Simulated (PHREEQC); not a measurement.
City or well water (model solution)

Synthetic water in mg/L, 20 °C, pH 8.76, pe 12.9: Na 55.4; K 0.00252; Ca 192; Mg 52.4; Cl 456; S(6) as SO4 85.4; Alkalinity as HCO3 125; Pb 56.8.

Valence states are taken as typed.

Model: ion-association model, phreeqc.dat, run in PHREEQC.

No solid was allowed to form.

**Question.** Estimate the ionic strength, specific conductance, charge-balance error.

**Answer.** ionic strength 0.0227 mol/kgw; specific conductance 1550 µS/cm; charge-balance error 0.5 %.

**Question.** In which forms is Pb present?

**Answer.** PbCO3 87 %, Pb(CO3)2-2 9.0 %, PbOH+ 2.8 %, Pb(OH)2 0.5 % of the Pb.

Examples of supersaturated solids here: Pb(OH)2, Cerussite. Others may be too. Complexes and solids missing from the database can't appear.
